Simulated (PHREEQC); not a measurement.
A column of 0.5 m (30 cells, dispersivity 0.018 m, 3600 s a shift, diffusion coefficient 3e-10 m²/s) holds 0.0021 eq of the database's cation exchanger X per kg of pore water, first in equilibrium with 0.56 mmol/kgw CdCl2, 7.6 mmol/kgw MgSO4 and 0.01 mmol/kgw HCl. It is flushed with 0.0056 mol LiCl and 1e-05 mol HCl per kg of water, at 25 °C. Values are for the last cell. CO2 from the air is kept out. Nothing may precipitate in this run.

The series has 31 steps of pore volumes, from 0 to 3.017.

Computed with PHREEQC (ion-association model, phreeqc.dat).

Question: After how many pore volumes does Li at the outlet first reach half of its feed value?

Answer: By 1.0 pore volumes.
